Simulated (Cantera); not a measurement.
A closed system holds: 1 mol CaO, 28 mol HCl, 24 mol N2, equilibrated at 927 °C and 2.80 Pa.

Equilibrium computed with Cantera from the NASA thermochemical tables; the gas is ideal and each condensed phase is pure. Candidate condensed phases: Ca, CaCl2, CaO, Ca(OH)2, H2O, NH4Cl; 36 gas species. Kinetics and transport are ignored.

Base state: HCl 0.499, N2 0.461, CaCl2 0.0192, H2O 0.0192, Cl 0.000804, H2 0.000403 (mole fractions); condensed: gas only.

Question: What changes in the equilibrium state with this change: CaO replaced by Al2O3?

Answer: 
```json
[
 {"species": "HCl", "before": "0.499", "after": "0.537"},
 {"species": "N2", "before": "0.461", "after": "0.461"},
 {"species": "Cl", "before": "0.000804", "after": "0.000845"},
 {"species": "CaCl2", "before": "0.0192", "after": "0"},
 {"species": "H2O", "before": "0.0192", "after": "0.000109"},
 {"species": "AlCl3", "before": "0", "after": "7.26e-5"},
 {"species": "H2", "before": "0.000403", "after": "0.000423"},
 {"species": "Al2O3(s), mol", "before": "0", "after": "0.998"}
]
```
Further candidate phases: Al, AlCl3, AlN, Al2O3.
